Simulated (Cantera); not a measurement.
A closed system holds: 1 mol SiH₂Cl₂, 5.1 mol H₂, held at 1000 Pa.

Equilibrium computed with Cantera from the NASA thermochemical tables; the gas is ideal and each condensed phase is pure. Candidate condensed phases: Si; 19 gas species. Gases not in the tables: Si₂H₆ and higher silanes. Rates play no part.

**Question.** What share of the Si ends up in condensed phases as a function of T (°C), at 850, 950, 1050, 1150, 1250, 1350, 1450, 1550, 1650, 1750, 1850, 1950, 2050, 2150?

**Answer.** 
```csv
T (°C),Si condensed (%),as
850,55.3,Si(s)
950,54.5,Si(s)
1050,51.4,Si(s)
1150,49.1,Si(s)
1250,47.6,Si(s)
1350,46.5,Si(s)
1450,46.5,Si(l)
1550,48.4,Si(l)
1650,49.3,Si(l)
1750,47.6,Si(l)
1850,39.4,Si(l)
1950,14.5,Si(l)
2050,0.0,-
2150,0.0,-
```
